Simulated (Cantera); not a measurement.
Feed: 1 mol S, 0.15 mol H₂O, 2 mol H₂, held at 2602 °C and 7.50 Torr.

Equilibrium computed with Cantera from the NASA thermochemical tables; the gas is ideal and each condensed phase is pure. Candidate condensed phases: H₂O, H₂SO₄, S; 19 gas species. Kinetics and transport are ignored.

Base state: H 0.517, H₂ 0.239, S 0.183, SO 0.0182, SH 0.0142, S₂ 0.0112, H₂O 0.00660, O 0.00578 (mole fractions); condensed: gas only.

What changes in the equilibrium state with this change: temperature from 2602 °C to 925 °C?


```json
[
 {"species": "H₂", "before": "0.239", "after": "0.559"},
 {"species": "H₂S", "before": "0.000286", "after": "0.313"},
 {"species": "H₂O", "before": "0.00660", "after": "0.0655"},
 {"species": "H", "before": "0.517", "after": "1.42e-6"},
 {"species": "S", "before": "0.183", "after": "1.26e-6"},
 {"species": "SO", "before": "0.0182", "after": "2.46e-6"},
 {"species": "SH", "before": "0.0142", "after": "0.000667"},
 {"species": "S₂", "before": "0.0112", "after": "0.0612"},
 {"species": "O", "before": "0.00578", "after": "<1e-9"},
 {"species": "OH", "before": "0.00429", "after": "1.31e-9"},
 {"species": "O₂", "before": "6.38e-5", "after": "<1e-9"}
]
```
Gases not in the tables: S₃ to S₇.

What changes in the equilibrium state with this change: 0.0065 mol CO₂ added?


```tsv
species	before	after
H	0.517	0.516
H₂	0.239	0.238
S	0.183	0.182
CO	0	0.00154
SO	0.0182	0.0189
S₂	0.0112	0.0111
SH	0.0142	0.0141
O₂	6.38e-5	6.95e-5
SO₂	0.000394	0.000427
O	0.00578	0.00603
```
Further candidate phases: C, C₆H₆, C₇H₈, C₈H₁₈.

What changes in the equilibrium state with this change: pressure from 7.50 Torr to 82.5 Torr?


| species | before | after |
|---|---|---|
| H₂ | 0.239 | 0.498 |
| H | 0.517 | 0.225 |
| S | 0.183 | 0.124 |
| S₂ | 0.0112 | 0.0566 |
| H₂O | 0.00660 | 0.0216 |
| SH | 0.0142 | 0.0460 |
| SO | 0.0182 | 0.0193 |
| H₂S | 0.000286 | 0.00444 |
| S₂O | 9.05e-6 | 7.15e-5 |
